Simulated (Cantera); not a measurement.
Feed: 1 mol SiCl4, 8.9 mol H2.

These are equilibrium values from Cantera (NASA tables, ideal gas, pure condensed phases), not measurements of a reactor. Candidate condensed phases: Si; 19 gas species. The tables' values for SiCl3 are old estimates. Rates play no part.

**Question.** What condenses at these points (T in K, P in Pa): (1198, 1300000); (1048, 120000); (1273, 120000); (1273, 10000); (1648, 260000)?

**Answer.** 
| T (K) | P in Pa | condensed phases | Si condensed (%) |
|---|---|---|---|
| 1198 | 1300000 | gas only | 0.0 |
| 1048 | 120000 | gas only | 0.0 |
| 1273 | 120000 | gas only | 0.0 |
| 1273 | 10000 | Si | 2.5 |
| 1648 | 260000 | gas only | 0.0 |
